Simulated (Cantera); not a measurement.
What does this Cantera script print?

```python
import numpy as np
import cantera as ct

gas_names = """
    B BH BH2 BH3 BN BO BO2 B2 B2O B2O2 B2O3 B3O3H3 H HBO HBO2 HNO HNO2 HNO3 HO2 H2 H2O H2O2 H3B3O6 N NH
    NH2 NH3 NH2OH NO NO2 NO3 N2 N2H2 N2H4 N2O O OH O2 O3
""".split()
cond_names = """
    B(b) B(L) BN(s) B2O3(L) B3O3H3(cr) H2O(s) H2O(L)
""".split()


# ... load() reads the species with a 1 bar reference pressure and builds the phases ...
atoms = {
    'BN': {'B': 1, 'N': 1},
    'H2O': {'H': 2, 'O': 1},
    'H2': {'H': 2},
}
top_T = {'BN(s)': 3200}  # K; cautious upper limits of use, not melting points


# ... equilibrate(T, P, feed) seeds the gas with the atoms and calls Mixture.equilibrate('TP', solver="vcs", rtol=1e-11, max_steps=5000) ...
results = []
T = 1125  # K
P = 12000  # Pa
for m in [0.45, 0.68, 1, 1.6, 2.4, 3.6, 5.4, 8.1, 12, 18, 28, 42]:
    feed = {'BN': 1, 'H2O': 2.9, 'H2': m}  # mol
    mix = equilibrate(T, P, feed)
    results.append((T, P, feed, dict(zip(mix.species_names, mix.species_moles))))

top = {s: max(r[3][s] / sum(r[3][g] for g in gas_names) for r in results) for s in gas_names}
cols = sorted((s for s in top if top[s] > 0.0001), key=lambda s: -top[s])[:8]
seen = [c for c in cond_names if any(r[3].get(c, 0) > 1e-12 for r in results)]
print("log10 of partial pressures in bar; condensed amounts in mol")
print(f"{'n(H2)':>10s}" + "".join(f"{s[:9]:>10s}" for s in cols + seen))
for T, P, feed, n in results:
    ng = sum(n[g] for g in gas_names)
    print(f"{feed['H2']:10.4g}" + "".join(f"{np.log10(max(n[s] / ng * P / 1e5, 1e-99)):10.3f}" for s in cols)
          + "".join(f"{n.get(c, 0):10.4g}" for c in seen))
```

Output:

```
log10 of partial pressures in bar; condensed amounts in mol
     n(H2)        H2       H2O        N2    H3B3O6      HBO2   B2O3(L)
      0.45    -1.216    -1.362    -1.807    -3.847    -4.258    0.4923
      0.68    -1.193    -1.388    -1.832    -3.885    -4.271    0.4924
         1    -1.166    -1.420    -1.865    -3.934    -4.287    0.4927
       1.6    -1.128    -1.476    -1.921    -4.018    -4.315     0.493
       2.4    -1.093    -1.540    -1.985    -4.114    -4.347    0.4933
       3.6    -1.058    -1.622    -2.067    -4.236    -4.388    0.4937
       5.4    -1.026    -1.721    -2.166    -4.385    -4.437    0.4941
       8.1    -0.999    -1.837    -2.283    -4.560    -4.496    0.4945
        12    -0.978    -1.964    -2.409    -4.750    -4.559    0.4948
        18    -0.961    -2.107    -2.552    -4.964    -4.630     0.495
        28    -0.948    -2.273    -2.719    -5.214    -4.714    0.4951
        42    -0.939    -2.433    -2.879    -5.454    -4.794     0.495
```

Cantera equilibrium calculation (NASA polynomials, part measured and part estimated; ideal gas, pure solids and liquids). Gases not in the tables: H3BO3.
